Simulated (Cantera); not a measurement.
## Adiabatic ignition

An adiabatic, constant-pressure homogeneous reactor starts with CO : H₂ : O₂ : N₂ : CO₂ = 1 : 0.12 : 0.255 : 0.957 : 0.077 (molar parts), at 1275 K and 2700000 Pa.

Detailed kinetics in Cantera: GRI-Mech 3.0 (53 species, 325 reactions). The hydrogen kinetics of GRI-Mech 3.0 are dated; newer H2 mechanisms differ, most at raised pressure. The pressure lies above the range GRI-Mech 3.0 was tuned for (to about 10 atm).

```
t (s)     T (K)   x CO     x H₂      x O₂     x N₂O      x NO
--------  -----  -----  -------  --------  --------  --------
4.00e-6    1275  0.415   0.0498     0.106  6.15e-11    <1e-12
1.00e-5    1307  0.413   0.0481     0.104   4.33e-9  2.39e-10
2.52e-5    2774  0.277  0.00816  0.000908   2.99e-7  0.000238
6.34e-5    2787  0.276  0.00818  0.000498   2.46e-7  0.000385
0.000159   2785  0.276  0.00820  0.000487   2.51e-7  0.000672
0.000400   2782  0.277  0.00823  0.000474   2.66e-7   0.00107
0.00100    2780  0.277  0.00824  0.000468   2.76e-7   0.00126
0.00252    2780  0.277  0.00824  0.000468   2.77e-7   0.00127
0.00634    2780  0.277  0.00824  0.000468   2.77e-7   0.00127
0.0159     2780  0.277  0.00824  0.000468   2.77e-7   0.00127
0.0400     2780  0.277  0.00824  0.000468   2.77e-7   0.00127
0.100      2780  0.277  0.00824  0.000468   2.77e-7   0.00127
0.252      2780  0.277  0.00824  0.000468   2.77e-7   0.00127
0.634      2780  0.277  0.00824  0.000468   2.77e-7   0.00127
1.59       2780  0.277  0.00824  0.000468   2.77e-7   0.00127
4.00       2780  0.277  0.00824  0.000468   2.77e-7   0.00127
```
x: mole fraction; the columns are a selection and need not sum to one.

```yaml
time_of_steepest_temperature_rise: 14.1 µs
temperature at 4.00 s: 2780 K
equilibrium_temperature: 2780 K
x(CO) at 4.00 s: 0.277 (gas-phase equilibrium 0.277)
x(H₂) at 4.00 s: 0.00824 (gas-phase equilibrium 0.00824)
x(O₂) at 4.00 s: 0.000468 (gas-phase equilibrium 0.000468)
```
